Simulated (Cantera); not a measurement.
An adiabatic, constant-pressure homogeneous reactor starts with 16.6 % CH4, 17.5 % O2, 65.9 % N2, equivalence ratio 1.9, at 1573 K and 1.20 bar.

Detailed kinetics in Cantera: GRI-Mech 3.0 (53 species, 325 reactions).

x: mole fraction; the columns are a selection and need not sum to one.

| t (s) | T (K) | x CH4 | x O2 | x CH2CO | x CH2 | x H |
|---|---|---|---|---|---|---|
| 7.00e-6 | 1573 | 0.166 | 0.175 | <1e-12 | 2.77e-12 | 4.91e-8 |
| 2.46e-5 | 1573 | 0.166 | 0.175 | 1.10e-12 | 4.02e-11 | ? |
| 8.64e-5 | 1573 | 0.166 | 0.175 | 1.50e-9 | 8.75e-10 | 2.05e-7 |
| 0.000303 | 1580 | 0.163 | 0.173 | 1.57e-6 | 1.39e-8 | 1.57e-6 |
| 0.00107 | 2612 | 1.61e-11 | ? | <1e-12 | 3.57e-12 | ? |
| 0.00374 | 2600 | 8.15e-12 | 6.86e-5 | <1e-12 | 2.19e-12 | 0.0133 |
| 0.0131 | 2600 | 8.17e-12 | 6.85e-5 | <1e-12 | 2.19e-12 | 0.0133 |
| 0.0462 | 2600 | 8.17e-12 | 6.85e-5 | <1e-12 | 2.19e-12 | 0.0133 |
| 0.162 | 2600 | 8.17e-12 | 6.85e-5 | <1e-12 | 2.19e-12 | 0.0133 |
| 0.569 | 2600 | 8.17e-12 | 6.85e-5 | <1e-12 | 2.19e-12 | 0.0133 |
| 2.00 | 2600 | 8.17e-12 | 6.85e-5 | <1e-12 | 2.19e-12 | 0.0133 |

**Question.** What belongs in the gaps?

**Answer.** 
- 2.46e-5, x H: 6.92e-8
- 0.00107, x O2: 5.46e-5
- 0.00107, x H: 0.0119
